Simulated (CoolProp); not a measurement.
Oxygen along the isotherm 102.3 K: density (kg/m³) from the reference equation and from simpler models built on Tc = 154.6 K, pc = 5.046 MPa, ω = 0.022; each cubic takes its own stable root.

Model: reference Helmholtz-energy equation of state, Schmidt 1985, in CoolProp.

```tsv
p (MPa)	phase	reference	van der Waals	Redlich-Kwong	Soave-Redlich-Kwong	Peng-Robinson
0.0399	gas	1.514	1.510	1.514	1.514	1.514
0.0756	gas	2.892	2.878	2.891	2.890	2.892
0.143	gas	5.556	5.503	5.553	5.548	5.556
0.272	gas	10.92	10.70	1080	10.88	10.91
0.515	liquid	1079	21.20	1081	1071	1211
0.977	liquid	1081	741.4	1083	1073	1213
1.85	liquid	1083	745.9	1087	1076	1216
3.51	liquid	1088	753.8	1093	1083	1223
6.65	liquid	1097	766.7	1104	1095	1235
12.6	liquid	1112	786.2	1122	1114	1254
```

At some of these states van der Waals, Redlich-Kwong gives the other phase, because its saturation line lies elsewhere.
